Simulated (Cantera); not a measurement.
What does this Cantera script print?

```python
import numpy as np
import cantera as ct

gas_names = """
    CL CL2 H HCL H2 N NH NH2 NH3 N2 N2H2 N2H4 Si SiCL SiCL2 SiCL3 SiCL4 SiH SiHCL3 SiH2 SiH2CL2 SiH3
    SiH3CL SiH4 SiN Si2 Si2N Si3
""".split()
cond_names = """
    NH4CL(a) NH4CL(b) Si(cr) Si(L) Si3N4(a)
""".split()


# ... load() reads the species with a 1 bar reference pressure and builds the phases ...
atoms = {
    'SiCl4': {'Si': 1, 'CL': 4},
    'N2': {'N': 2},
    'NH3': {'N': 1, 'H': 3},
}
top_T = {'Si3N4(a)': 2400}  # K; cautious upper limits of use, not melting points


# ... equilibrate(T, P, feed) seeds the gas with the atoms and calls Mixture.equilibrate('TP', solver="vcs", rtol=1e-11, max_steps=5000) ...
results = []
feed = {'SiCl4': 1, 'N2': 0.85, 'NH3': 1.9}  # mol
T = 775  # K
P = 230  # Pa
mix = equilibrate(T, P, feed)
results.append((T, P, feed, dict(zip(mix.species_names, mix.species_moles))))
x = sorted(zip(gas.X, gas.species_names), reverse=True)
print(f"T = {T:g} K  P = {P:g} Pa  gas = {mix.phase_moles(0):.4g} mol")
print("   x: " + "  ".join(f"{s} {v:.3e}" for v, s in x if v > 0.001))
print("   condensed (mol): " + ("  ".join(f"{mix.phase(i).name} {mix.phase_moles(i):.4g}"
      for i in range(1, mix.n_phases) if mix.phase_moles(i) > 1e-12) or "none"))
```

Output:

```
T = 775 K  P = 230 Pa  gas = 5.834 mol
   x: HCL 3.778e-01  H2 2.996e-01  N2 2.456e-01  SiCL4 7.694e-02
   condensed (mol): Si3N4(a) 0.1836
```

These are equilibrium values from Cantera (NASA tables, ideal gas, pure condensed phases), not measurements of a reactor.
